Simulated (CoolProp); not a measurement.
Decamethylcyclopentasiloxane (D5) at several states: density (kg/m³) from the reference equation and from simpler models built on Tc = 618.3 K, pc = 1.078 MPa, ω = 0.631; each cubic takes its own stable root.

Model: reference Helmholtz-energy equation of state, Thol 2019, in CoolProp.

```tsv
T (K)	p (MPa)	phase	reference	van der Waals	Redlich-Kwong
521.2	0.0158	gas	1.366	1.361	1.363
383	0.044	liquid	862.8	5.325	694.3
382.9	0.0164	liquid	862.8	1.937	1.948
577.4	0.181	gas	15.24	14.90	15.08
```

At some of these states van der Waals, Redlich-Kwong gives the other phase, because its saturation line lies elsewhere.
